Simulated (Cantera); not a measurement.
A Cantera script and its output.

```python
import numpy as np
import cantera as ct

gas = ct.Solution("gri30.yaml")
gas.TPX = 550, 610000, {'CO': 1, 'H2': 1.5, 'CH4': 0.19, 'O2': 1.36, 'N2': 9.64}
inlet = ct.Reservoir(gas, clone=True)
gas.equilibrate("HP")  # start burning
reactor = ct.IdealGasConstPressureReactor(gas, energy="on", clone=False)
exhaust = ct.Reservoir(gas, clone=True)
tau = [0.085, 0.032, 0.012, 0.0045, 0.0017, 0.00064, 0.00024, 9.2e-05, 3.5e-05, 1.3e-05, 4.9e-06][0]
for a, b in ((inlet, reactor), (reactor, exhaust)):
    ct.MassFlowController(a, b, mdot=lambda t: reactor.mass / tau)
net = ct.ReactorNet([reactor])
show = ['CO', 'H2', 'CH4', 'NO2', 'CH2']

rows = []
print(f"{'tau/s':>10s}{'T/K':>9s}" + "".join(f"{s:>11s}" for s in show))
for tau in [0.085, 0.032, 0.012, 0.0045, 0.0017, 0.00064, 0.00024, 9.2e-05, 3.5e-05, 1.3e-05, 4.9e-06]:
    net.initial_time = 0.0
    net.advance(30 * tau)
    before = gas.X
    net.advance(40 * tau)
    drift = np.max(np.abs(gas.X - before) / (gas.X + 1e-9))
    rows.append([gas.T, *gas[show].X, drift])
    print(f"{tau:10.3e}{gas.T:9.1f}" + "".join(f"{x:11.3e}" for x in gas[show].X))
```

Result:

```
     tau/s      T/K         CO         H2        CH4        NO2        CH2
 8.500e-02   1963.0  2.908e-02  1.354e-02  5.744e-06  1.164e-09  2.531e-08
 3.200e-02   1960.1  2.917e-02  1.358e-02  6.929e-06  2.230e-09  5.461e-08
 1.200e-02   1955.3  2.933e-02  1.364e-02  8.813e-06  4.103e-09  1.109e-07
 4.500e-03   1947.2  2.965e-02  1.378e-02  1.208e-05  6.923e-09  2.102e-07
 1.700e-03   1933.6  3.025e-02  1.405e-02  1.793e-05  1.033e-08  3.690e-07
 6.400e-04   1910.9  3.138e-02  1.454e-02  2.904e-05  1.341e-08  6.045e-07
 2.400e-04   1873.9  3.338e-02  1.538e-02  5.189e-05  1.507e-08  9.295e-07
 9.200e-05   1817.6  3.681e-02  1.657e-02  1.032e-04  1.482e-08  1.351e-06
 3.500e-05   1729.8  4.339e-02  1.832e-02  2.519e-04  1.246e-08  1.954e-06
 1.300e-05    550.0  7.305e-02  1.096e-01  1.388e-02 -6.261e-21 -1.663e-34
 4.900e-06    550.0  7.305e-02  1.096e-01  1.388e-02 -7.254e-24  9.987e-35
```

Detailed kinetics in Cantera: GRI-Mech 3.0 (53 species, 325 reactions).
